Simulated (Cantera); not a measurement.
Feed: 1 mol PbO, 17 mol CO, 6.7 mol H2, at 0.190 bar.

Method: chemical equilibrium by Gibbs-energy minimisation in Cantera with the NASA 1993 tables (ideal gas, pure condensed phases). Candidate condensed phases: C, C6H6, C7H8, C8H18, H2O, Pb, PbO, PbO2, Pb3O4; 113 gas species. Kinetics and transport are ignored.

Problem. At 1300 °C, list the 5 most abundant gas species with their mole fractions, and the condensed phases.

Solution. CO 0.669, H2 0.250, Pb 0.0405, H2O 0.0210, CO2 0.0194. Condensed: gas only.
